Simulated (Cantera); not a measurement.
Charge: 1 mol BCl3, 1 mol N2.

Equilibrium computed with Cantera from the NASA thermochemical tables; the gas is ideal and each condensed phase is pure. Candidate condensed phases: B, BN; 10 gas species. N2 is the only nitrogen source here; it is nearly inert below about 1500 K, so the nitride shown seldom forms there in practice. The tables' values for BCl2 are old estimates. Rates play no part.

Question: What condenses at these points (T in K, P in Pa): (800, 1900); (1250, 1900); (1400, 10); (1700, 37); (1700, 100000)?

Answer: 
```
T (K)  P in Pa  condensed phases  B condensed (%)
-----  -------  ----------------  ---------------
800       1900          gas only              0.0
1250      1900          gas only              0.0
1400        10                BN              0.3
1700        37          gas only              0.0
1700    100000          gas only              0.0
```
